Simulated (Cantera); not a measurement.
An isothermal, constant-pressure homogeneous reactor starts with 66.2 % NO, 33.8 % N2, at 1450 K and 0.660 bar.

Model: GRI-Mech 3.0 (53 species, 325 reactions), integrated in Cantera.

### Question
Predict: x(NO) at 30.0 s; x(O) at 30.0 s; x(N2) at 30.0 s; x(O2) at 30.0 s; x(NO2) at 30.0 s; x(N2O) at 30.0 s.

### Answer
| Item | Value |
|---|---|
| x(NO) at 30.0 s | 0.588 (gas-phase equilibrium 0.00110) |
| x(O) at 30.0 s | 4.97e-7 (gas-phase equilibrium 1.43e-6) |
| x(N2) at 30.0 s | 0.374 (gas-phase equilibrium 0.668) |
| x(O2) at 30.0 s | 0.0358 (gas-phase equilibrium 0.331) |
| x(NO2) at 30.0 s | 0.00126 (gas-phase equilibrium 7.03e-6) |
| x(N2O) at 30.0 s | 0.000109 (gas-phase equilibrium 5.15e-8) |
